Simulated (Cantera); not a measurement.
Input (Python, Cantera) and output of one run.

```python
import numpy as np
import cantera as ct

gas_names = """
    CL CL2 H HCL H2 N NH NH2 NH3 N2 N2H2 N2H4 Si SiCL SiCL2 SiCL3 SiCL4 SiH SiHCL3 SiH2 SiH2CL2 SiH3
    SiH3CL SiH4 SiN Si2 Si2N Si3
""".split()
cond_names = """
    NH4CL(a) NH4CL(b) Si(cr) Si(L) Si3N4(a)
""".split()


# ... load() reads the species with a 1 bar reference pressure and builds the phases ...
atoms = {
    'SiH2Cl2': {'Si': 1, 'H': 2, 'CL': 2},
    'NH3': {'N': 1, 'H': 3},
    'H2': {'H': 2},
}
top_T = {'Si3N4(a)': 2400}  # K; cautious upper limits of use, not melting points


# ... equilibrate(T, P, feed) seeds the gas with the atoms and calls Mixture.equilibrate('TP', solver="vcs", rtol=1e-11, max_steps=5000) ...
results = []
feed = {'SiH2Cl2': 1, 'NH3': 25, 'H2': 33}  # mol
T = 948.15  # K
P = 7.8  # Pa
mix = equilibrate(T, P, feed)
results.append((T, P, feed, dict(zip(mix.species_names, mix.species_moles))))
print(gas.report(threshold=1e-05))
for i in range(1, mix.n_phases):
    print(f"{mix.phase(i).name:16s} {mix.phase_moles(i):12.5e} mol")
```

Output:

```
       temperature   948.15 K
          pressure   7.8 Pa
           density   6.4122e-06 kg/m^3
  mean mol. weight   6.4807 kg/kmol
   phase of matter   gas

                          1 kg             1 kmol
                     ---------------   ---------------
          enthalpy        2.6282e+06        1.7033e+07  J
   internal energy        1.4118e+06        9.1496e+06  J
           entropy             39743        2.5757e+05  J/K
    Gibbs function       -3.5054e+07       -2.2718e+08  J
 heat capacity c_p            4699.8             30458  J/K
 heat capacity c_v            3416.8             22144  J/K

                      mass frac. Y      mole frac. X     chem. pot. / RT
                     ---------------   ---------------   ---------------
               HCL           0.13341          0.023715           -49.055
                H2           0.26005           0.83597           -27.013
                N2           0.60654           0.14032           -36.149
     [  +25 minor]        1.3516e-06        1.3643e-07

Si(cr)            0.00000e+00 mol
Si3N4(a)          3.33332e-01 mol
```

These are equilibrium values from Cantera (NASA tables, ideal gas, pure condensed phases), not measurements of a reactor.
